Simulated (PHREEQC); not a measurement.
Solution (20 °C): 0.0087 mol HF, 0.00031 mol KF and 1.1e-05 mol H4SiO4 per kg of water. Closed to the air; pH follows from the charge balance.

Model: ion-association model, phreeqc.dat, run in PHREEQC.

No solid was allowed to form.

Task: Estimate the pH.

Result: pH 2.69.

Task: In which forms is F present?

Result: HF 71 %, F- 27 %, HF2- 1.3 %, SiF6-2 0.7 % of the F.

Species that the database lacks are ignored. SiF6-2 is the database's only silicon fluoride.
